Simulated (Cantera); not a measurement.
A perfectly stirred reactor is fed with 69.3 % CH₄, 26.4 % H₂O, 4.30 % H₂, at 5.00 bar; it is held at 1298 K, and followed from long to short residence time.

Model: GRI-Mech 3.0 (53 species, 325 reactions), integrated in Cantera. GRI-Mech 3.0 stops at C3 and has no aromatics, soot or wall deposition, so with more carbon than oxygen in the feed, carbon stays in small species such as C2H2 where larger ones or solid carbon would form.

x: mole fraction; the columns are a selection and need not sum to one.

| τ (s) | x CH₄ | x H₂O | x H₂ | x H | x CO₂ | x CH₃ | x CH₂O |
|---|---|---|---|---|---|---|---|
| 5.6 | 0.588 | 0.250 | 0.126 | ? | 7.38e-5 | 8.90e-6 | 1.48e-7 |
| 2.7 | 0.629 | 0.256 | 0.0931 | ? | 1.10e-5 | 8.00e-6 | 1.44e-7 |
| 1.3 | 0.660 | 0.259 | 0.0693 | ? | 1.55e-6 | 7.77e-6 | 1.44e-7 |
| 0.63 | 0.677 | 0.262 | 0.0558 | ? | 2.28e-7 | 7.75e-6 | 1.41e-7 |
| 0.31 | 0.685 | 0.263 | 0.0489 | ? | 3.72e-8 | 7.65e-6 | 1.31e-7 |
| 0.15 | 0.690 | 0.263 | 0.0456 | ? | 5.97e-9 | 7.39e-6 | 1.10e-7 |
| 0.071 | 0.692 | 0.263 | 0.0440 | ? | 8.01e-10 | 6.93e-6 | 7.85e-8 |
| 0.034 | 0.693 | 0.263 | 0.0434 | ? | 8.70e-11 | 6.37e-6 | 4.44e-8 |
| 0.017 | 0.693 | 0.264 | 0.0432 | 1.90e-8 | 8.75e-12 | 5.88e-6 | 2.10e-8 |
| 0.0080 | 0.693 | 0.264 | 0.0431 | 1.76e-8 | <1e-12 | 5.47e-6 | 8.04e-9 |
| 0.0039 | 0.693 | 0.264 | 0.0430 | 1.67e-8 | <1e-12 | 5.18e-6 | 3.08e-9 |

Problem. Some entries are withheld; supply them.

Solution. 
- 5.6, x H: 9.73e-8
- 2.7, x H: 6.07e-8
- 1.3, x H: 4.21e-8
- 0.63, x H: 3.30e-8
- 0.31, x H: 2.83e-8
- 0.15, x H: 2.53e-8
- 0.071, x H: 2.29e-8
- 0.034, x H: 2.07e-8
